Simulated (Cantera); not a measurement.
Charge: 1 mol c-C4F8, 0.0097 mol CH4, 5.6 mol H2, held at 2150 K and 0.120 bar.

Cantera equilibrium calculation (NASA polynomials, part measured and part estimated; ideal gas, pure solids and liquids). Candidate condensed phases: C, C6H6, C7H8, C8H18; 95 gas species. The feed counts by its element totals alone. Equilibrium is a limit: real reactors are often held back by kinetics, nucleation or transport.

Base state: HF 0.830, H2 0.165, H 0.00495, C2H2 (acetylene) 0.000320, F 1.80e-5 (mole fractions); condensed: C(graphite).

Task: What changes in the equilibrium state with this change: temperature from 2150 K to 2775 K?

Result: 
| species | before | after |
|---|---|---|
| HF | 0.830 | 0.797 |
| H2 | 0.165 | 0.121 |
| H | 0.00495 | 0.0753 |
| C3 | 7.14e-9 | 0.000193 |
| C2 | <1e-9 | 1.87e-5 |
| C | 5.12e-9 | 4.17e-5 |
| C2H | 2.88e-7 | 0.000279 |
| CF | 1.66e-7 | 0.000137 |
| C(graphite), mol | 4.00 | 3.92 |
